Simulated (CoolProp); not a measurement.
Vapour-liquid equilibrium of R113 (1) + benzene (2) at 357.6 K; x and y are mole fractions of (1).

Computed with CoolProp (multi-fluid Helmholtz-energy mixture model, Marx 1992 and Thol 2012; pair parameters Bell 2016).

| x | bubble pressure (kPa) | y at the bubble point | dew pressure at overall composition x (kPa) | liquid density (mol/L) |
|---|---|---|---|---|
| 0.05 | 134.4 | 0.175 | 120.6 | 10.17 |
| 0.2 | 176.9 | 0.451 | 137.5 | 9.651 |
| 0.35 | 207.4 | 0.596 | 159.1 | 9.177 |
| 0.5 | 231.7 | 0.700 | 186.6 | 8.742 |
| 0.65 | 253.1 | 0.790 | 219.9 | 8.344 |
| 0.8 | 272.9 | 0.878 | 255.4 | 7.979 |
| 0.95 | 291.7 | 0.968 | 288.0 | 7.644 |

No azeotrope shows between x = 0.05 and 0.95.

The pair parameters rest on a limited set of measurements; away from them the model extrapolates.
